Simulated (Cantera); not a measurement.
Cantera run:

```python
import numpy as np
import cantera as ct

gas_names = """
    Mg MgN MgO Mg2 N NO NO2 NO3 N2 N2O O O2 O3
""".split()
cond_names = """
    Mg(cr) Mg(L) MgO(s) MgO(L)
""".split()


# ... load() reads the species with a 1 bar reference pressure and builds the phases ...
atoms = {
    'MgO': {'Mg': 1, 'O': 1},
    'N2': {'N': 2},
}
top_T = {}  # K; cautious upper limits of use, not melting points


# ... equilibrate(T, P, feed) seeds the gas with the atoms and calls Mixture.equilibrate('TP', solver="vcs", rtol=1e-11, max_steps=5000) ...
results = []
feed = {'MgO': 1, 'N2': 4.9}  # mol
P = 31000  # Pa
for T in [2050, 2100, 2150, 2200, 2250, 2300, 2350, 2400, 2450, 2500, 2550, 2600, 2650]:
    mix = equilibrate(T, P, feed)
    results.append((T, P, feed, dict(zip(mix.species_names, mix.species_moles))))

top = {s: max(r[3][s] / sum(r[3][g] for g in gas_names) for r in results) for s in gas_names}
cols = sorted((s for s in top if top[s] > 0.001), key=lambda s: -top[s])[:9]
seen = [c for c in cond_names if any(r[3].get(c, 0) > 1e-12 for r in results)]
print("log10 of partial pressures in bar; condensed amounts in mol")
print(f"{'T/K':>10s}" + "".join(f"{s[:9]:>10s}" for s in cols + seen))
for T, P, feed, n in results:
    ng = sum(n[g] for g in gas_names)
    print(f"{T:10.4g}" + "".join(f"{np.log10(max(n[s] / ng * P / 1e5, 1e-99)):10.3f}" for s in cols)
          + "".join(f"{n.get(c, 0):10.4g}" for c in seen))
```

Output:

```
log10 of partial pressures in bar; condensed amounts in mol
       T/K        N2        Mg        NO        O2         O    MgO(s)
      2050    -0.509    -4.862    -4.954    -6.066    -6.045    0.9998
      2100    -0.509    -4.602    -4.719    -5.706    -5.710    0.9996
      2150    -0.509    -4.352    -4.497    -5.368    -5.393    0.9993
      2200    -0.509    -4.111    -4.288    -5.050    -5.093    0.9988
      2250    -0.509    -3.879    -4.090    -4.752    -4.809    0.9979
      2300    -0.509    -3.655    -3.904    -4.471    -4.539    0.9964
      2350    -0.510    -3.439    -3.727    -4.206    -4.283    0.9941
      2400    -0.510    -3.230    -3.560    -3.955    -4.039    0.9904
      2450    -0.511    -3.029    -3.401    -3.718    -3.807    0.9847
      2500    -0.512    -2.835    -3.251    -3.494    -3.586    0.9759
      2550    -0.514    -2.647    -3.108    -3.280    -3.374    0.9624
      2600    -0.517    -2.466    -2.972    -3.077    -3.172    0.9422
      2650    -0.522    -2.292    -2.842    -2.883    -2.978    0.9121
```

These are equilibrium values from Cantera (NASA tables, ideal gas, pure condensed phases), not measurements of a reactor.
